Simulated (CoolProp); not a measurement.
Vapour-liquid equilibrium of R134a (1) + R152A (2) at 2.22 kPa; x and y are mole fractions of (1).

Model: multi-fluid Helmholtz-energy mixture model, Tillner-Roth 1994 and Outcalt 1996; pair parameters Lemmon 2004, in CoolProp.

```tsv
x	bubble temperature, mixture model (K)	bubble temperature, Raoult's law (K)	y, mixture model	y, Raoult's law
0.05	187.6	187.4	0.032	0.050
0.15	…	187.4	0.110	0.151
0.25	…	187.3	0.208	0.252
0.35	188.7	187.3	…	0.352
0.45	188.8	187.3	0.444	0.452
0.55	188.7	187.3	…	0.552
0.65	188.6	187.3	0.689	0.652
0.75	188.3	187.3	0.797	0.752
0.85	187.9	187.3	0.891	0.851
0.95	187.5	187.3	0.968	0.950
```

### Question
What belongs in the gaps?

### Answer

- 0.15, bubble temperature, mixture model (K): 188.1
- 0.25, bubble temperature, mixture model (K): 188.4
- 0.35, y, mixture model: 0.321
- 0.55, y, mixture model: 0.569

The largest gap from Raoult's law is +1.5 K in bubble temperature, at x = 0.45. y crosses x between x = 0.45 and 0.55: the model has an azeotrope there.

Pair parameters are fitted to limited data, so mixtures are less certain than the pure fluids.
